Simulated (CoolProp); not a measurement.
Octamethyltrisiloxane (MDM) at several states: Z from the reference equation and from simpler models built on Tc = 565.4 K, pc = 1.438 MPa, ω = 0.528; each cubic takes its own stable root.

Model: reference Helmholtz-energy equation of state, Thol 2017, in CoolProp.

```tsv
T (K)	p (MPa)	phase	reference
354.6	0.0289	liquid	0.003063
254.6	0.0508	liquid	0.006613
268	0.78	liquid	0.09786
291	0.022	liquid	0.002615
239.8	0.819	liquid	0.1112
```

Question: How far does each simpler model (van der Waals, Soave-Redlich-Kwong) lie from the reference over these 5 states: mean and median of the absolute difference, and the worst?

Answer: 
- van der Waals: mean 13904.9 %, median 76.2 %, worst +37334.0 % at 291 K and 0.022 MPa
- Soave-Redlich-Kwong: mean 12.7 %, median 13.0 %, worst +14.5 % at 239.8 K and 0.819 MPa

At some of these states van der Waals gives the other phase, because its saturation line lies elsewhere.
